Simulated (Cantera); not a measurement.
An adiabatic, constant-pressure homogeneous reactor starts with CH₄ : H₂ : O₂ : N₂ = 1 : 0.12 : 0.896 : 3.37 (molar parts), equivalence ratio 2.3, at 1500 K and 1.00 bar. Integrator tolerance rtol = 1e-08.

Detailed kinetics in Cantera: GRI-Mech 3.0 (53 species, 325 reactions).

| quantity | before | after |
|---|---|---|
| time of steepest temperature rise | 1.03 ms | not reached |
| temperature at 0.100 s | 2381 K | 982 K |
| equilibrium temperature | 2381 K | 1933 K |
| x(CH₄) at 0.100 s | 6.70e-11 (gas-phase equilibrium 7.56e-11) | 0.185 (gas-phase equilibrium 1.07e-9) |
| x(H₂) at 0.100 s | 0.213 (gas-phase equilibrium 0.213) | 0.0221 (gas-phase equilibrium 0.220) |
| x(O₂) at 0.100 s | 2.77e-6 (gas-phase equilibrium 2.77e-6) | 0.165 (gas-phase equilibrium 6.97e-9) |
| x(CH₂O) at 0.100 s | 1.21e-8 (gas-phase equilibrium 1.21e-8) | 0.000443 (gas-phase equilibrium 1.25e-8) |
| x(OH) at 0.100 s | 0.000616 (gas-phase equilibrium 0.000616) | 5.90e-9 (gas-phase equilibrium 2.04e-5) |
| x(CO₂) at 0.100 s | 0.0123 (gas-phase equilibrium 0.0123) | 2.71e-7 (gas-phase equilibrium 0.0155) |

Task: Name the change that produced these shifts.
A) pressure from 1.00 bar to 5.00 bar
B) initial temperature 1500 to 975 K
C) pressure from 1.00 bar to 0.440 bar
D) H2 0.12 to 0.088 parts

Result: B, initial temperature 1500 to 975 K
